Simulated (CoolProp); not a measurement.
Vapour-liquid equilibrium of diethyl ether (1) + n-hexane (2) at 1.11 MPa; x and y are mole fractions of (1).

The numbers come from the multi-fluid Helmholtz-energy mixture model, Thol 2014 and Thol 2019; pair parameters Bell 2016 in CoolProp.

```
x     bubble temperature (°C)  y at the bubble point  dew temperature at overall composition x (°C)  liquid density (mol/L)
----  -----------------------  ---------------------  ---------------------------------------------  ----------------------
0.05                    167.0                  0.094                                          168.8                   5.784
0.15                    160.3                  0.256                                          164.7                   5.976
0.25                    154.4                  0.391                                          160.5                   6.163
0.35                    149.2                  0.505                                          156.2                   6.348
0.45                    144.6                  0.605                                          151.7                   6.535
0.55                    140.4                  0.693                                          147.2                   6.726
0.65                    136.5                  0.772                                          142.5                   6.923
0.75                    132.9                  0.845                                          137.6                   7.126
0.85                    129.5                  0.911                                          132.6                   7.337
0.95                    126.3                  0.971                                          127.5                   7.556
```

No azeotrope shows between x = 0.05 and 0.95.

Pair parameters are fitted to limited data, so mixtures are less certain than the pure fluids.
